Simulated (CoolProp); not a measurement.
Saturation properties of n-undecane.

The numbers come from the reference Helmholtz-energy equation of state, Aleksandrov 2011 in CoolProp. It is a short technical equation, of lower accuracy than the large ones.

```
T (K)  p (kPa)  liquid density (kg/m³)  vapour density (kg/m³)  surface tension (mN/m)
-----  -------  ----------------------  ----------------------  ----------------------
497.8        …                   571.9                   8.293                    7.57
506.4    234.2                   563.3                   9.909                       …
515.1    278.7                   554.2                   11.81                    6.37
523.8    329.5                   544.8                   14.01                    5.78
532.4    386.5                       …                   16.52                    5.22
541.1    451.7                   525.0                   19.47                    4.66
549.8    525.0                   514.3                   22.90                    4.12
558.5    607.2                   503.1                   26.90                    3.60
567.1    698.1                   491.3                   31.52                    3.10
575.8        …                   478.6                   37.04                    2.61
584.5    914.6                   464.8                   43.63                    2.15
```

Problem. Fill in the missing entries.

Solution. 
- 497.8, p (kPa): 195.8
- 506.4, surface tension (mN/m): 6.96
- 532.4, liquid density (kg/m³): 535.2
- 575.8, p (kPa): 800.5

It boils at 468.9 K under 1 atm.

Surface tension comes from a separate correlation (Mulero 2014).
